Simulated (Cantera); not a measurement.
**Thermodynamics of halide evaporation, hydrolysis and transport, feed CaCl2 + H2**

Input: 1 mol CaCl2, 41 mol H2, at 2.70 Pa.

Equilibrium computed with Cantera from the NASA thermochemical tables; the gas is ideal and each condensed phase is pure. Candidate condensed phases: Ca, CaCl2; 9 gas species. Rates play no part.

From 1302 °C to 1827 °C nothing is condensed. The main Ca-bearing gas is CaCl2 at 1302 °C and Ca at 1827 °C.

| T (°C) | x H2 | x H | x HCl | x CaCl2 | x Ca | x Cl | x CaCl | x Cl2 |
|---|---|---|---|---|---|---|---|---|
| 1302 | 0.963 | 0.00785 | 0.00497 | 0.0204 | 0.00174 | 3.22e-5 | 0.00153 | 3.12e-12 |
| 1377 | 0.951 | 0.0171 | 0.00792 | 0.0184 | 0.00294 | 0.000111 | 0.00215 | 1.56e-11 |
| 1452 | 0.930 | 0.0345 | 0.0118 | 0.0158 | 0.00466 | 0.000339 | 0.00282 | 6.47e-11 |
| 1527 | 0.895 | 0.0652 | 0.0163 | 0.0125 | 0.00692 | 0.000910 | 0.00340 | 2.24e-10 |
| 1602 | 0.839 | 0.116 | 0.0207 | 0.00885 | 0.00957 | 0.00216 | 0.00371 | 6.40e-10 |
| 1677 | 0.759 | 0.192 | 0.0236 | 0.00532 | 0.0122 | 0.00448 | 0.00356 | 1.47e-9 |
| 1752 | 0.650 | 0.299 | 0.0235 | 0.00257 | 0.0143 | 0.00802 | 0.00291 | 2.64e-9 |
| 1827 | 0.518 | 0.432 | 0.0201 | 0.000960 | 0.0152 | 0.0123 | 0.00198 | 3.63e-9 |
x: gas mole fraction; nothing condenses.
